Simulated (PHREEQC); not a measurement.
1 kg of water holding 0.018 mol/kgw K2SO4, 0.22 mol/kgw K2CO3 and 0.019 mol/kgw KCl is evaporated at 50 °C; the solids stay in contact with the brine. The system is closed to CO2. The run lets Arcanite, Kalicinite, Misenite, Sylvite precipitate or redissolve, and no other solid.

The series has 17 steps of water left (kg), from 1 to 0.04349.

The numbers come from PHREEQC with the Pitzer model, pitzer.dat.

Problem. Which solids form, in which order, and at which step of the series does each first stand?

Solution. Arcanite from water left = 0.1157 kg (pH 11.77).

Complexes and solids missing from the database can't appear. Constants without temperature data keep their 25 °C values here.
